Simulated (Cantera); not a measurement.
An adiabatic, constant-pressure homogeneous reactor starts with H2 : O2 : N2 = 1 : 0.294 : 3.53 (molar parts), equivalence ratio 1.7, at 1600 K and 3750 Torr.

Cantera simulation using the H2/O2 subset of GRI-Mech 3.0, which has no nitrogen chemistry; the numbers are that mechanism's predictions, not measurements. The hydrogen kinetics of GRI-Mech 3.0 are dated; newer H2 mechanisms differ, most at raised pressure.

One state of this run: T (K) = 2270; x H2 = 0.0831; x O2 = 0.000571; x HO2 = 1.01e-6; x OH = 0.00493; x H = 0.0220; x O = 0.000900; x H2O2 = 1.42e-7. x: mole fraction; the columns are a selection and need not sum to one.

Which value of t (s) does it belong to?
A. 0.212
B. 0.0161
C. 0.00122
D. 1.67e-5

D, 1.67e-5
